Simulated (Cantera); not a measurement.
A perfectly stirred reactor is fed with CH4 : CO2 = 1 : 2 (molar parts), at 1.00 bar; it is held at 2125 K, and followed from long to short residence time.

Cantera simulation using GRI-Mech 3.0 (53 species, 325 reactions); the numbers are that mechanism's predictions, not measurements.

Task: What does this change do: pressure from 1.00 bar to 10.0 bar?

Result: 
```tsv
quantity	before	after
x(CH4) at τ = 1.20 s	0.000180	0.000150
x(CO2) at τ = 1.20 s	0.0590	0.0589
x(O2) at τ = 1.20 s	1.31e-7	1.47e-8
x(C2H) at τ = 1.20 s	1.97e-9	2.43e-10
x(H2) at τ = 1.20 s	0.257	0.258
x(CH4) at τ = 19.0 ms	0.00569	0.00485
x(CO2) at τ = 19.0 ms	0.0744	0.0665
x(O2) at τ = 19.0 ms	1.33e-7	1.67e-8
x(C2H) at τ = 19.0 ms	1.67e-6	2.35e-7
x(H2) at τ = 19.0 ms	0.233	0.243
```

Task: What does this change do: 0.19 parts H2O added?

Result: 
```csv
quantity,before,after
x(CH4) at τ = 1.20 s,0.000180,0.000153
x(CO2) at τ = 1.20 s,0.0590,0.0653
x(O2) at τ = 1.20 s,1.31e-7,1.78e-7
x(C2H) at τ = 1.20 s,1.97e-9,1.24e-9
x(H2) at τ = 1.20 s,0.257,0.256
x(CH4) at τ = 19.0 ms,0.00569,0.00540
x(CO2) at τ = 19.0 ms,0.0744,0.0786
x(O2) at τ = 19.0 ms,1.33e-7,1.73e-7
x(C2H) at τ = 19.0 ms,1.67e-6,1.31e-6
x(H2) at τ = 19.0 ms,0.233,0.236
```
